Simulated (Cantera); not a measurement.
A perfectly stirred reactor is fed with C₂H₆ : N₂ = 1 : 3.5 (molar parts), at 100.0 Torr; it is held at 1298 K, and followed from long to short residence time.

Cantera simulation using GRI-Mech 3.0 (53 species, 325 reactions); the numbers are that mechanism's predictions, not measurements. GRI-Mech 3.0 stops at C3 and has no aromatics, soot or wall deposition, so with more carbon than oxygen in the feed, carbon stays in small species such as C2H2 where larger ones or solid carbon would form.

Predict: x(C₂H₆) at τ = 1.70 s; x(CH₃) at τ = 1.70 s; x(H) at τ = 1.70 s; x(C₂H) at τ = 1.70 s; x(CH₄) at τ = 1.70 s; x(C₂H₆) at τ = 16.0 ms; x(CH₃) at τ = 16.0 ms; x(H) at τ = 16.0 ms; x(C₂H) at τ = 16.0 ms; x(CH₄) at τ = 16.0 ms.

x(C₂H₆) at τ = 1.70 s: 0.00133
x(CH₃) at τ = 1.70 s: 4.21e-5
x(H) at τ = 1.70 s: 1.24e-5
x(C₂H) at τ = 1.70 s: 2.69e-9
x(CH₄) at τ = 1.70 s: 0.0404
x(C₂H₆) at τ = 16.0 ms: 0.0628
x(CH₃) at τ = 16.0 ms: 0.000277
x(H) at τ = 16.0 ms: 1.97e-5
x(C₂H) at τ = 16.0 ms: 1.45e-9
x(CH₄) at τ = 16.0 ms: 0.0343
